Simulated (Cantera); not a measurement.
Thermodynamics of hydrogen reduction and annealing atmospheres, feed Fe₂O₃ + H₂ + H₂O

A closed system holds: 1 mol Fe₂O₃, 1600 mol H₂, 9.9 mol H₂O, at 21.0 mbar.

These are equilibrium values from Cantera (NASA tables, ideal gas, pure condensed phases), not measurements of a reactor. Candidate condensed phases: Fe, FeO, Fe(OH)₂, Fe(OH)₃, Fe₂O₃, Fe₃O₄, H₂O; 12 gas species. Equilibrium is a limit: real reactors are often held back by kinetics, nucleation or transport.

From 400 °C to 900 °C the condensed part is Fe(α). From 1000 °C to 1200 °C the condensed part is Fe(γ).

```tsv
T (°C)	x H₂	x H₂O	x H	x Fe	x OH	x Fe(OH)₂	n Fe(α)	n Fe(γ)
400	0.992	0.00801	<1e-12	<1e-12	<1e-12	<1e-12	2.00	0
500	0.992	0.00801	6.24e-12	<1e-12	<1e-12	<1e-12	2.00	0
600	0.992	0.00801	3.22e-10	<1e-12	<1e-12	<1e-12	2.00	0
700	0.992	0.00801	7.43e-9	<1e-12	<1e-12	2.39e-12	2.00	0
800	0.992	0.00801	9.63e-8	1.97e-11	2.91e-12	1.50e-11	2.00	0
900	0.992	0.00801	8.10e-7	9.35e-10	4.51e-11	6.84e-11	2.00	0
1000	0.992	0.00801	4.90e-6	2.37e-8	4.56e-10	2.45e-10	0	2.00
1100	0.992	0.00801	2.29e-5	3.72e-7	3.30e-9	7.34e-10	0	2.00
1200	0.992	0.00801	8.69e-5	3.98e-6	1.83e-8	1.90e-9	0	1.99
```
x: gas mole fraction; n: condensed amount in mol.
